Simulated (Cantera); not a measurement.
# Thermodynamics of hydrogen reduction and annealing atmospheres, feed FeS + H₂ + H₂O + NH₃

Input: 1 mol FeS, 460 mol H₂, 5 mol H₂O, 0.0093 mol NH₃, at 0.345 Torr.

Method: chemical equilibrium by Gibbs-energy minimisation in Cantera with the NASA 1993 tables (ideal gas, pure condensed phases). Candidate condensed phases: Fe, FeO, Fe(OH)₂, Fe(OH)₃, FeS, FeSO₄, FeS₂, Fe₂O₃, Fe₂(SO₄)₃, Fe₃O₄, H₂O, H₂SO₄, S; 38 gas species. Mutual solubility and eutectic melting of coexisting phases are not modelled. FeS: taken at fixed stoichiometry. Gases not in the tables: S₃ to S₇. Kinetics and transport are ignored.

From 873 K to 1073 K the condensed part is Fe(α) + FeS(s). At 1173 K the condensed part is Fe(α). From 1273 K to 1573 K the condensed part is Fe(γ). From 1673 K to 2173 K nothing is condensed.

```
T (K)   x H₂       x H    x H₂O      x Fe     x H₂S       x S      x SH  n Fe(α)  n FeS(s)  n Fe(γ)
-----  -----  --------  -------  --------  --------  --------  --------  -------  --------  -------
873    0.989   2.17e-9   0.0108    <1e-12  0.000347    <1e-12   5.53e-9    0.161     0.839        0
973    0.988   5.01e-8   0.0108  8.27e-12  0.000874  3.53e-11   1.43e-7    0.407     0.593        0
1073   0.987   6.49e-7   0.0108  9.01e-10   0.00187   2.57e-9   2.04e-6    0.873     0.127        0
1173   0.987   5.46e-6   0.0108   4.27e-8   0.00211   5.42e-8   1.11e-5    1.000         0        0
1273   0.987   3.30e-5   0.0108   1.08e-6   0.00201   6.11e-7   3.98e-5        0         0    0.999
1373   0.987  0.000154   0.0107   1.70e-5   0.00176   4.44e-6  0.000109        0         0    0.992
1473   0.987  0.000586   0.0107  0.000182   0.00139   2.19e-5  0.000229        0         0    0.915
1573   0.984   0.00188   0.0107   0.00143   0.00100   7.79e-5  0.000388        0         0    0.333
1673   0.980   0.00526   0.0107   0.00214  0.000668  0.000213  0.000550        0         0        0
1773   0.972    0.0131   0.0106   0.00213  0.000412  0.000462  0.000664        0         0        0
1873   0.956    0.0294   0.0105   0.00211  0.000230  0.000801  0.000678        0         0        0
1973   0.925    0.0605   0.0102   0.00208  0.000115   0.00113  0.000590        0         0        0
2073   0.872     0.114  0.00985   0.00202   5.27e-5   0.00136  0.000452        0         0        0
2173   0.787     0.200  0.00918   0.00193   2.26e-5   0.00147  0.000316        0         0        0
```
x: gas mole fraction; n: condensed amount in mol.
